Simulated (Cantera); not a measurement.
An adiabatic, constant-pressure homogeneous reactor starts with 1.48 % C₃H₈, 9.39 % O₂, 89.1 % N₂, at 1823 K and 140000 Pa.

Detailed kinetics in Cantera: GRI-Mech 3.0 (53 species, 325 reactions). GRI-Mech 3.0 was tuned for natural gas; its chemistry of propane as a main component is partial and can be far from experiment.

### Question
Predict: time of steepest temperature rise; temperature at 0.500 s; equilibrium temperature; x(O₂) at 0.500 s; x(HO₂) at 0.500 s; x(H₂) at 0.500 s.

### Answer
| Item | Result |
|---|---|
| time of steepest temperature rise | 12.8 µs |
| temperature at 0.500 s | 2486 K |
| equilibrium temperature | 2486 K |
| x(O₂) at 0.500 s | 0.0187 (gas-phase equilibrium 0.0187) |
| x(HO₂) at 0.500 s | 1.78e-6 (gas-phase equilibrium 1.78e-6) |
| x(H₂) at 0.500 s | 0.00184 (gas-phase equilibrium 0.00184) |
